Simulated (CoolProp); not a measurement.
The numbers come from the reference Helmholtz-energy equation of state, Lemmon 2006 in CoolProp. It is a short technical equation, of lower accuracy than the large ones.

Task: Give the vapour pressure (MPa), liquid cp (kJ/(kg K)), vapour Z of saturated toluene at 329.6 K.

Result: 
| T (K) | p (MPa) | liquid cp (kJ/(kg K)) | vapour Z |
|---|---|---|---|
| 329.6 | 0.0161 | 1.81 | 0.989 |
